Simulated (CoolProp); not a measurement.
A closed Brayton cycle with carbon dioxide: compressor inlet 326.15 K and 8.1 MPa, high pressure 16.6 MPa, turbine inlet 745 K, compressor efficiency 0.89, turbine efficiency 0.9, recuperator effectiveness 0 (on enthalpy, no pinch check). Each further row changes one setting.

Values from CoolProp's reference Helmholtz-energy equation of state, Span 1996.

| case | thermal efficiency (%) | net work (kJ/kg) | compressor to turbine work | compressor exit (K) | turbine exit (K) |
|---|---|---|---|---|---|
| as stated | 11.0 | 51.4 | 0.40 | 386.0 | 663.8 |
| turbine inlet 695 K | [?] | [?] | [?] | 386.0 | [?] |
| compressor inlet 336.15 K | 10.7 | 47.3 | [?] | 399.6 | 663.8 |
| high pressure 14.1 MPa | 8.7 | [?] | [?] | 372.1 | [?] |
| recuperator effectiveness 0.5 | 16.8 | 51.4 | 0.40 | 386.0 | 663.8 |

### Question
Complete the blanks.

### Answer

- turbine inlet 695 K, thermal efficiency (%): 11.1
- turbine inlet 695 K, net work (kJ/kg): 44.8
- turbine inlet 695 K, compressor to turbine work: 0.43
- turbine inlet 695 K, turbine exit (K): 616.9
- compressor inlet 336.15 K, compressor to turbine work: 0.45
- high pressure 14.1 MPa, net work (kJ/kg): 41.5
- high pressure 14.1 MPa, compressor to turbine work: 0.38
- high pressure 14.1 MPa, turbine exit (K): 681.9
